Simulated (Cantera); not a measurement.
An adiabatic, constant-pressure homogeneous reactor starts with C₃H₈ : O₂ : N₂ = 1 : 6.33 : 60.1 (molar parts), equivalence ratio 0.79, at 1823 K and 1.38 atm. Integrator tolerance rtol = 1e-08.

Computed with Cantera and GRI-Mech 3.0 (53 species, 325 reactions). GRI-Mech 3.0 was tuned for natural gas; its chemistry of propane as a main component is partial and can be far from experiment.

Problem. What does this change do: pressure from 1.38 atm to 1.58 atm?

Solution. 
```json
[
 {"quantity": "time of steepest temperature rise", "before": "12.8 µs", "after": "11.5 µs"},
 {"quantity": "temperature at 0.500 s", "before": "2486 K", "after": "2490 K"},
 {"quantity": "equilibrium temperature", "before": "2486 K", "after": "2490 K"},
 {"quantity": "x(C₃H₈) at 0.500 s", "before": "<1e-12 (gas-phase equilibrium <1e-12)", "after": "<1e-12 (gas-phase equilibrium <1e-12)"},
 {"quantity": "x(O₂) at 0.500 s", "before": "0.0187 (gas-phase equilibrium 0.0187)", "after": "0.0185 (gas-phase equilibrium 0.0185)"},
 {"quantity": "x(HO₂) at 0.500 s", "before": "1.78e-6 (gas-phase equilibrium 1.78e-6)", "after": "1.85e-6 (gas-phase equilibrium 1.85e-6)"},
 {"quantity": "x(C₂H₄) at 0.500 s", "before": "<1e-12 (gas-phase equilibrium <1e-12)", "after": "<1e-12 (gas-phase equilibrium <1e-12)"},
 {"quantity": "x(H₂) at 0.500 s", "before": "0.00184 (gas-phase equilibrium 0.00184)", "after": "0.00177 (gas-phase equilibrium 0.00177)"},
 {"quantity": "x(C₂H₆) at 0.500 s", "before": "<1e-12 (gas-phase equilibrium <1e-12)", "after": "<1e-12 (gas-phase equilibrium <1e-12)"},
 {"quantity": "x(CH₂) at 0.500 s", "before": "<1e-12 (gas-phase equilibrium <1e-12)", "after": "<1e-12 (gas-phase equilibrium <1e-12)"}
]
```
